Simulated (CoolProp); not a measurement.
A closed Brayton cycle with carbon dioxide: compressor inlet 326.15 K and 9.6 MPa, high pressure 19.3 MPa, turbine inlet 790 K, compressor efficiency 0.89, turbine efficiency 0.93, recuperator effectiveness 0.9 (on enthalpy, no pinch check). Each further row changes one setting.

Values from CoolProp's reference Helmholtz-energy equation of state, Span 1996.

```tsv
case	thermal efficiency (%)	net work (kJ/kg)	compressor to turbine work	compressor exit (K)	turbine exit (K)
as stated	?	64.1	0.31	376.6	704.9
turbine inlet 740 K	?	57.4	?	376.6	?
compressor inlet 336.15 K	30.7	58.7	?	393.6	704.9
high pressure 16.4 MPa	28.5	?	?	364.7	724.4
recuperator effectiveness 0.5	?	64.1	0.31	376.6	704.9
```

Question: Complete the blanks.

Answer: 
- as stated, thermal efficiency (%): 31.2
- turbine inlet 740 K, thermal efficiency (%): 29.7
- turbine inlet 740 K, compressor to turbine work: 0.33
- turbine inlet 740 K, turbine exit (K): 658.1
- compressor inlet 336.15 K, compressor to turbine work: 0.37
- high pressure 16.4 MPa, net work (kJ/kg): 51.0
- high pressure 16.4 MPa, compressor to turbine work: 0.29
- recuperator effectiveness 0.5, thermal efficiency (%): 17.7
